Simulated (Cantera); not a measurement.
A Cantera script and its output.

```python
import numpy as np
import cantera as ct

gas = ct.Solution("gri30.yaml")
gas.TPX = 1200, 360000, {'CH3OH': 1, 'O2': 1.56, 'N2': 5.88}
reactor = ct.IdealGasReactor(gas, energy="on", clone=False)
net = ct.ReactorNet([reactor])
net.rtol, net.atol = 1e-08, 1e-16
show = ['CH3OH', 'O2', 'C2H4', 'C2H', 'NO']
times = np.geomspace(2e-06, 0.2, 15)

steps = ct.SolutionArray(gas, extra=["t"])
rows = []
print(f"{'t/s':>10s}{'T/K':>9s}{'P/Pa':>11s}" + "".join(f"{s:>11s}" for s in show))
for t in times:
    while net.time < t:
        t_next = net.step()
        steps.append(gas.state, t=t_next)
    rows.append([np.interp(t, steps.t, y) for y in (steps.T, steps.P, *steps(*show).X.T)])
    print(f"{t:10.3e}{rows[-1][0]:9.1f}{rows[-1][1]:11.4g}" + "".join(f"{x:11.3e}" for x in rows[-1][2:]))
rate = np.gradient(steps.T, steps.t)
print("integrator steps:", len(steps.t))
if steps.T.max() > steps.T[0] + 200:
    print(f"time of steepest temperature rise: {steps.t[rate.argmax()]:.4e} s")
gas.TPX = 1200, 360000, {'CH3OH': 1, 'O2': 1.56, 'N2': 5.88}
gas.equilibrate("UV")
print(f"equilibrium (UV): T = {gas.T:.1f} K  " + "  ".join(f"{s} {gas[s].X[0]:.3e}" for s in show))
```

Result:

```
       t/s      T/K       P/Pa      CH3OH         O2       C2H4        C2H         NO
 2.000e-06   1200.0    3.6e+05  1.185e-01  1.848e-01  1.066e-15  4.760e-29  1.027e-20
 4.552e-06   1200.0    3.6e+05  1.185e-01  1.848e-01  6.744e-15  1.104e-28  2.610e-20
 1.036e-05   1200.0    3.6e+05  1.185e-01  1.848e-01  4.291e-14  2.550e-28  6.387e-20
 2.358e-05   1200.0    3.6e+05  1.185e-01  1.848e-01  2.128e-13  5.881e-28  1.531e-19
 5.365e-05   1200.0    3.6e+05  1.185e-01  1.848e-01  7.232e-13  1.361e-27  3.610e-19
 1.221e-04   1200.0    3.6e+05  1.185e-01  1.848e-01  1.902e-12  3.310e-27  8.518e-19
 2.779e-04   1200.0    3.6e+05  1.185e-01  1.848e-01  4.465e-12  1.058e-26  2.146e-18
 6.325e-04   1200.0    3.6e+05  1.184e-01  1.848e-01  9.784e-12  6.498e-26  7.863e-18
 1.439e-03   1200.3  3.601e+05  1.183e-01  1.847e-01  2.016e-11  8.680e-25  8.923e-17
 3.276e-03   2896.9   9.53e+05  4.606e-15  2.265e-02  8.281e-22  1.531e-18  4.736e-03
 7.455e-03   2884.0  9.485e+05  4.852e-15  2.002e-02  9.125e-22  1.494e-18  1.142e-02
 1.697e-02   2884.0  9.485e+05  4.852e-15  2.002e-02  9.125e-22  1.494e-18  1.142e-02
 3.861e-02   2884.0  9.485e+05  4.852e-15  2.002e-02  9.125e-22  1.494e-18  1.142e-02
 8.788e-02   2884.0  9.485e+05  4.852e-15  2.002e-02  9.125e-22  1.494e-18  1.142e-02
 2.000e-01   2884.0  9.485e+05  4.852e-15  2.002e-02  9.125e-22  1.494e-18  1.142e-02
integrator steps: 2141
time of steepest temperature rise: 3.1755e-03 s
equilibrium (UV): T = 2884.0 K  CH3OH 5.058e-15  O2 2.002e-02  C2H4 1.000e-21  C2H 1.596e-18  NO 1.142e-02
```

Model: GRI-Mech 3.0 (53 species, 325 reactions), integrated in Cantera. GRI-Mech 3.0 was tuned for natural gas; its chemistry of methanol as a main component is partial and can be far from experiment.
